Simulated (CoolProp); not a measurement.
Vapour-liquid equilibrium of CHF3 (R23) (1) + R11 (2) at 253.5 K; x and y are mole fractions of (1).

The numbers come from the multi-fluid Helmholtz-energy mixture model, Penoncello 2003 and Jacobsen 1992; pair parameters Bell 2016 in CoolProp.

```json
[
 {"x": "0.05", "bubble pressure (kPa)": "209.8", "y at the bubble point": "0.922", "dew pressure at overall composition x (kPa)": "16.86", "liquid density (mol/L)": "11.71"},
 {"x": "0.125", "bubble pressure (kPa)": "472.6", "y at the bubble point": "0.964", "dew pressure at overall composition x (kPa)": "18.32", "liquid density (mol/L)": "12.05"},
 {"x": "0.2", "bubble pressure (kPa)": "688.8", "y at the bubble point": "0.975", "dew pressure at overall composition x (kPa)": "20.04", "liquid density (mol/L)": "12.39"},
 {"x": "0.275", "bubble pressure (kPa)": "851.9", "y at the bubble point": "0.979", "dew pressure at overall composition x (kPa)": "22.13", "liquid density (mol/L)": "12.75"},
 {"x": "0.35", "bubble pressure (kPa)": "964.3", "y at the bubble point": "0.982", "dew pressure at overall composition x (kPa)": "24.69", "liquid density (mol/L)": "13.11"},
 {"x": "0.425", "bubble pressure (kPa)": "1035", "y at the bubble point": "0.983", "dew pressure at overall composition x (kPa)": "27.92", "liquid density (mol/L)": "13.49"},
 {"x": "0.5", "bubble pressure (kPa)": "1076", "y at the bubble point": "0.984", "dew pressure at overall composition x (kPa)": "32.13", "liquid density (mol/L)": "13.86"},
 {"x": "0.575", "bubble pressure (kPa)": "1102", "y at the bubble point": "0.984", "dew pressure at overall composition x (kPa)": "37.82", "liquid density (mol/L)": "14.25"},
 {"x": "0.65", "bubble pressure (kPa)": "1123", "y at the bubble point": "0.985", "dew pressure at overall composition x (kPa)": "45.97", "liquid density (mol/L)": "14.64"},
 {"x": "0.725", "bubble pressure (kPa)": "1149", "y at the bubble point": "0.986", "dew pressure at overall composition x (kPa)": "58.59", "liquid density (mol/L)": "15.04"},
 {"x": "0.8", "bubble pressure (kPa)": "1188", "y at the bubble point": "0.987", "dew pressure at overall composition x (kPa)": "80.76", "liquid density (mol/L)": "15.45"},
 {"x": "0.875", "bubble pressure (kPa)": "1248", "y at the bubble point": "0.990", "dew pressure at overall composition x (kPa)": "129.9", "liquid density (mol/L)": "15.87"},
 {"x": "0.95", "bubble pressure (kPa)": "1334", "y at the bubble point": "0.995", "dew pressure at overall composition x (kPa)": "332.6", "liquid density (mol/L)": "16.32"}
]
```

No azeotrope shows between x = 0.05 and 0.95.

The pair parameters rest on a limited set of measurements; away from them the model extrapolates. The gap from Raoult's law changes sign with composition, which may be real or a fault of the pair parameters; it wasn't checked against measurements. With so large a gap from Raoult's law the liquid may split in two, which this calculation doesn't test in full.
